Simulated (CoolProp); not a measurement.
100 sccm (0 °C, 1 atm) of nitrogen bubbles through liquid toluene at 348.6 K and leaves saturated at a total pressure of 0.132 MPa (ideal gas phase). Each further row changes one setting.

Model: reference Helmholtz-energy equation of state, Lemmon 2006, in CoolProp. It is a short technical equation, of lower accuracy than the large ones.

```csv
case,vapour pressure (kPa),mole fraction of vapour,delivery (mg/min),delivery (sccm),change of delivery for a bath 1 K warmer (%)
as stated,33.1,…,…,…,4.9
bath temperature 353.6 K,39.5,…,175,42.7,5.1
total pressure 0.264 MPa,33.1,…,59.0,…,4.2
```

Task: Complete the blanks.

Result: 
- as stated, mole fraction of vapour: 0.251
- as stated, delivery (mg/min): 138
- as stated, delivery (sccm): 33.5
- bath temperature 353.6 K, mole fraction of vapour: 0.299
- total pressure 0.264 MPa, mole fraction of vapour: 0.126
- total pressure 0.264 MPa, delivery (sccm): 14.4
